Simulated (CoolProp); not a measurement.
Properties of sulfur dioxide along the isobar 0.101 MPa.

Model: reference Helmholtz-energy equation of state, Gao 2016, in CoolProp.

```
T (K)  phase  cv (kJ/(kg K))  isothermal compressibility (1/MPa)  fugacity coefficient
-----  -----  --------------  ----------------------------------  --------------------
348.3    gas          0.5273                               9.996                0.9907
367.9    gas          0.5364                               9.979                0.9923
387.6    gas          0.5458                               9.966                0.9936
407.2    gas          0.5552                               9.955                0.9946
426.8    gas          0.5646                               9.947                0.9954
446.5    gas             ___                               9.940                0.9961
466.1    gas          0.5828                               9.935                0.9966
485.7    gas          0.5916                               9.930                0.9971
505.4    gas             ___                               9.926                0.9975
525      gas             ___                               9.923                0.9978
```

**Question.** Fill in the missing entries.

**Answer.** 
- 446.5, cv (kJ/(kg K)): 0.5738
- 505.4, cv (kJ/(kg K)): 0.6000
- 525, cv (kJ/(kg K)): 0.6081
